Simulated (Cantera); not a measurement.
A closed system holds: 1 mol B, 0.27 mol H₂O, 0.11 mol H₂, equilibrated at 1673.15 K and 1.00 bar.

Method: chemical equilibrium by Gibbs-energy minimisation in Cantera with the NASA 1993 tables (ideal gas, pure condensed phases). Candidate condensed phases: B, B₂O₃, B₃O₃H₃, H₂O; 23 gas species. Mutual solubility and eutectic melting of coexisting phases are not modelled. The tables' values for BH₂ are old estimates; treat these amounts as uncertain. Gases not in the tables: B₂H₆ and higher boranes. The numbers say what is thermodynamically allowed, not how fast it happens.

Base state: H₂ 0.972, HBO 0.0188, B₃O₃H₃ 0.00636, B₂O₂ 0.00178, HBO₂ 0.000665, B₂O₃ 0.000509, H 0.000112, H₂O 4.92e-5 (mole fractions); condensed: B(s) + B₂O₃(l).

Q: What changes in the equilibrium state with this change: H₂O from 0.27 to 2.3 mol?

A: 
```json
[
 {"species": "H₂", "before": "0.972", "after": "0.650"},
 {"species": "H₂O", "before": "4.92e-5", "after": "0.297"},
 {"species": "HBO₂", "before": "0.000665", "after": "0.0517"},
 {"species": "HBO", "before": "0.0188", "after": "0.000162"},
 {"species": "B₃O₃H₃", "before": "0.00636", "after": "4.07e-9"},
 {"species": "(HBO₂)₃", "before": "1.07e-9", "after": "0.000502"},
 {"species": "BH₂", "before": "4.77e-5", "after": "<1e-9"},
 {"species": "BH₃", "before": "1.23e-5", "after": "<1e-9"},
 {"species": "B(s), mol", "before": "0.815", "after": "0"},
 {"species": "B₂O₃(l), mol", "before": "0.0843", "after": "0.433"}
]
```
Gases not in the tables: H₃BO₃.

Q: What changes in the equilibrium state with this change: B replaced by Si?

A: 
```json
[
 {"species": "H₂", "before": "0.972", "after": "0.991"},
 {"species": "SiO", "before": "0", "after": "0.00866"},
 {"species": "H", "before": "0.000112", "after": "0.000114"},
 {"species": "HBO", "before": "0.0188", "after": "0"},
 {"species": "B₃O₃H₃", "before": "0.00636", "after": "0"},
 {"species": "B₂O₂", "before": "0.00178", "after": "0"},
 {"species": "B(s), mol", "before": "0.815", "after": "0"},
 {"species": "B₂O₃(l), mol", "before": "0.0843", "after": "0"},
 {"species": "Si(s), mol", "before": "0", "after": "0.863"},
 {"species": "SiO₂(β-quartz), mol", "before": "0", "after": "0.133"}
]
```
The tables hold silica as quartz up to 1696 K and as liquid above; real silica turns to tridymite and cristobalite and melts near 1996 K. Gases not in the tables: Si₂H₆ and higher silanes. Further candidate phases: Si, SiO₂.

Q: What changes in the equilibrium state with this change: temperature from 1673.15 K to 873.15 K?

A: 
| species | before | after |
|---|---|---|
| H₂ | 0.972 | 0.995 |
| B₃O₃H₃ | 0.00636 | 0.00500 |
| BH₃ | 1.23e-5 | 2.86e-8 |
| HBO | 0.0188 | 2.30e-8 |
| B₂O₂ | 0.00178 | <1e-9 |
| HBO₂ | 0.000665 | <1e-9 |
| B₂O₃ | 0.000509 | <1e-9 |
| H | 0.000112 | <1e-9 |
| B(s), mol | 0.815 | 0.818 |
| B₂O₃(l), mol | 0.0843 | 0.0881 |
